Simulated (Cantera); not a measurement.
What does this Cantera script print?

```python
import numpy as np
import cantera as ct

gas_names = """
    Cu CuO Cu2 H HNO HNO2 HNO3 HO2 H2 H2O H2O2 N NH NH2 NH3 NH2OH NO NO2 NO3 N2 N2H2 N2H4 N2O O OH O2 O3
""".split()
cond_names = """
    Cu(cr) Cu(L) CuO(s) CuO2H2(s) Cu2O(s) Cu2O(L) H2O(s) H2O(L)
""".split()


# ... load() reads the species with a 1 bar reference pressure and builds the phases ...
atoms = {
    'CuO': {'Cu': 1, 'O': 1},
    'H2': {'H': 2},
    'N2': {'N': 2},
}
top_T = {'CuO(s)': 1390}  # K; cautious upper limits of use, not melting points


# ... equilibrate(T, P, feed) seeds the gas with the atoms and calls Mixture.equilibrate('TP', solver="vcs", rtol=1e-11, max_steps=5000) ...
results = []
feed = {'CuO': 1, 'H2': 670, 'N2': 2.9}  # mol
T = 1973.15  # K
P = 100000  # Pa
mix = equilibrate(T, P, feed)
results.append((T, P, feed, dict(zip(mix.species_names, mix.species_moles))))
x = sorted(zip(gas.X, gas.species_names), reverse=True)
print(f"T = {T:g} K  P = {P:g} Pa  gas = {mix.phase_moles(0):.4g} mol")
print("   x: " + "  ".join(f"{s} {v:.3e}" for v, s in x if v > 1e-06))
print("   condensed (mol): " + ("  ".join(f"{mix.phase(i).name} {mix.phase_moles(i):.4g}"
      for i in range(1, mix.n_phases) if mix.phase_moles(i) > 1e-12) or "none"))
```

It prints:

```
T = 1973.15 K  P = 100000 Pa  gas = 674.4 mol
   x: H2 9.914e-01  N2 4.300e-03  H2O 1.483e-03  Cu 1.478e-03  H 1.345e-03  Cu2 2.461e-06  NH3 1.361e-06
   condensed (mol): none
```

Cantera equilibrium calculation (NASA polynomials, part measured and part estimated; ideal gas, pure solids and liquids).
